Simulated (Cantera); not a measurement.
Source: NASA polynomial tables (part measured, part estimated), evaluated in Cantera. Values are per mole of reaction as written; species without (g) are pure solids or liquids, kept so even where they would boil at 1 bar.

4 SiH₃(g) + 3 C = 4 Si(g) + 3 CH₄(g)

```csv
T (K),ΔH° (kJ),ΔS° (J/K),ΔG° (kJ),log10 K
1273,(withheld),(withheld),(withheld),(withheld)
1373,(withheld),(withheld),(withheld),(withheld)
1473,711.4,316.5,245.2,-8.70
1573,(withheld),(withheld),(withheld),(withheld)
1673,(withheld),(withheld),(withheld),(withheld)
```

Q: Complete the blanks.

A: 
- 1273, ΔH° (kJ): 715.4
- 1273, ΔS° (J/K): 319.4
- 1273, ΔG° (kJ): 308.8
- 1273, log10 K: -12.67
- 1373, ΔH° (kJ): 713.2
- 1373, ΔS° (J/K): 317.8
- 1373, ΔG° (kJ): 276.9
- 1373, log10 K: -10.54
- 1573, ΔH° (kJ): 709.8
- 1573, ΔS° (J/K): 315.5
- 1573, ΔG° (kJ): 213.6
- 1573, log10 K: -7.09
- 1673, ΔH° (kJ): 708.6
- 1673, ΔS° (J/K): 314.7
- 1673, ΔG° (kJ): 182.1
- 1673, log10 K: -5.69
